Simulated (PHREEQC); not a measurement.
Solution (25 °C): 0.028 mol/kgw NaHCO3 and 0.00095 mol/kgw K2HPO4. Closed to the air; pH follows from the charge balance.

All values are PHREEQC results (ion-association model, wateq4f.dat), not measurements.

This is a speciation only: nothing precipitates in the calculation.

Problem. Order these P species by the share of P that they hold, largest first: KHPO4-, NaHPO4-, HPO4-2, H2PO4-.

Solution. HPO4-2 (91 %), H2PO4- (6.0 %), NaHPO4- (2.6 %), KHPO4- (0.18 %)

The pH is 8.18 and the ionic strength 0.0307 mol/kgw. H3PO4, which wateq4f.dat lacks, is added to it with the constant of phreeqc.dat.
